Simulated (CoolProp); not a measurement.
Vapour pressure (kPa) of sulfur hexafluoride: the reference equation beside estimates from Tc = 318.7 K, pc = 3755 kPa, ω = 0.210.

The numbers come from the reference Helmholtz-energy equation of state, Guder 2009 in CoolProp.

| T (K) | reference | Lee-Kesler | van der Waals | Soave-Redlich-Kwong | Peng-Robinson |
|---|---|---|---|---|---|
| 233.7 | ___ | 354.9 | 949.8 | 354.9 | 352.3 |
| 237.9 | 407.6 | 415.3 | 1036 | 415.7 | 412.0 |
| 242.1 | 474.4 | 483.1 | ___ | 483.9 | 479.1 |
| 246.3 | 549.2 | 558.7 | 1224 | 560.3 | 554.2 |
| 250.5 | 632.3 | 642.7 | 1326 | 645.2 | 637.8 |
| 254.7 | 724.5 | 735.6 | 1432 | 739.4 | 730.5 |
| 258.9 | 826.3 | 838.0 | 1544 | 843.4 | 833.0 |
| 263.1 | 938.3 | 950.4 | 1662 | 957.8 | 945.8 |
| 267.3 | ___ | 1073 | 1784 | 1083 | ___ |
| 271.5 | 1196 | 1208 | 1913 | 1220 | ___ |
| 275.7 | 1342 | 1354 | 2046 | ___ | 1353 |
| 279.9 | 1502 | 1513 | ___ | 1532 | 1514 |
| 284.1 | 1675 | 1686 | 2331 | 1707 | 1688 |

What belongs in the gaps?


- 233.7, reference: 348.1
- 242.1, van der Waals: 1128
- 267.3, reference: 1061
- 267.3, Peng-Robinson: 1070
- 271.5, Peng-Robinson: 1205
- 275.7, Soave-Redlich-Kwong: 1369
- 279.9, van der Waals: 2186

Absolute difference from the reference over all 13 rows, mean and median: Lee-Kesler 1.4 and 1.4 %, van der Waals 94.2 and 86.9 %, Soave-Redlich-Kwong 2.0 and 2.0 %, Peng-Robinson 0.9 and 0.8 %.
